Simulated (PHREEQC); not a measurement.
Synthetic water in mg/kgw, 70 °C, pH 3.5, pe 8.5:

```csv
constituent,mg/kgw
Na,1960
K,187
Ca,29.6
Mg,47.4
Cl,1170
S(6) as SO4,3120
Al,32.6
Mn(2),1.5
Li,0.28
```

Valence states are taken as typed.

Computed with PHREEQC (ion-association model, phreeqc.dat).

Task: The ionic strength comes out as 0.114 mol/kgw. What activity coefficients do K+, Li+, Na+, AlOH+2, LiSO4- get?

Result: K+ 0.74, Li+ 0.77, Na+ 0.76, AlOH+2 0.34, LiSO4- 0.76.

Precipitation was switched off in this run. At this temperature some constants are extrapolated from 25 °C, and those without enthalpy data are left unchanged.
